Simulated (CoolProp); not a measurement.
Vapour-liquid equilibrium of ethane (1) + C2F6 (R116) (2) at 888 kPa; x and y are mole fractions of (1).

Computed with CoolProp (multi-fluid Helmholtz-energy mixture model, Bücker 2006 and Lemmon 2006; pair parameters Bell 2016).

```json
[
 {"x": "0.05", "bubble temperature, mixture model (°C)": "-28.3", "bubble temperature, Raoult's law (°C)": "-25.9", "y, mixture model": "0.116", "y, Raoult's law": "0.068"},
 {"x": "0.125", "bubble temperature, mixture model (°C)": "-32.3", "bubble temperature, Raoult's law (°C)": "-26.8", "y, mixture model": "0.264", "y, Raoult's law": "0.165"},
 {"x": "0.2", "bubble temperature, mixture model (°C)": "-35.5", "bubble temperature, Raoult's law (°C)": "-27.6", "y, mixture model": "0.377", "y, Raoult's law": "0.257"},
 {"x": "0.275", "bubble temperature, mixture model (°C)": "-37.9", "bubble temperature, Raoult's law (°C)": "-28.5", "y, mixture model": "0.462", "y, Raoult's law": "0.345"},
 {"x": "0.35", "bubble temperature, mixture model (°C)": "-39.6", "bubble temperature, Raoult's law (°C)": "-29.3", "y, mixture model": "0.524", "y, Raoult's law": "0.428"},
 {"x": "0.425", "bubble temperature, mixture model (°C)": "-40.7", "bubble temperature, Raoult's law (°C)": "-30.1", "y, mixture model": "0.570", "y, Raoult's law": "0.508"},
 {"x": "0.5", "bubble temperature, mixture model (°C)": "-41.4", "bubble temperature, Raoult's law (°C)": "-30.9", "y, mixture model": "0.606", "y, Raoult's law": "0.583"},
 {"x": "0.575", "bubble temperature, mixture model (°C)": "-41.8", "bubble temperature, Raoult's law (°C)": "-31.7", "y, mixture model": "0.636", "y, Raoult's law": "0.655"},
 {"x": "0.65", "bubble temperature, mixture model (°C)": "-41.9", "bubble temperature, Raoult's law (°C)": "-32.5", "y, mixture model": "0.664", "y, Raoult's law": "0.723"},
 {"x": "0.725", "bubble temperature, mixture model (°C)": "-41.9", "bubble temperature, Raoult's law (°C)": "-33.2", "y, mixture model": "0.694", "y, Raoult's law": "0.788"},
 {"x": "0.8", "bubble temperature, mixture model (°C)": "-41.5", "bubble temperature, Raoult's law (°C)": "-34.0", "y, mixture model": "0.733", "y, Raoult's law": "0.850"},
 {"x": "0.875", "bubble temperature, mixture model (°C)": "-40.6", "bubble temperature, Raoult's law (°C)": "-34.7", "y, mixture model": "0.791", "y, Raoult's law": "0.908"},
 {"x": "0.95", "bubble temperature, mixture model (°C)": "-38.5", "bubble temperature, Raoult's law (°C)": "-35.4", "y, mixture model": "0.890", "y, Raoult's law": "0.964"}
]
```

The largest gap from Raoult's law is -10.6 K in bubble temperature, at x = 0.425. y crosses x between x = 0.65 and 0.725: the model has an azeotrope there.

The pair parameters rest on a limited set of measurements; away from them the model extrapolates.
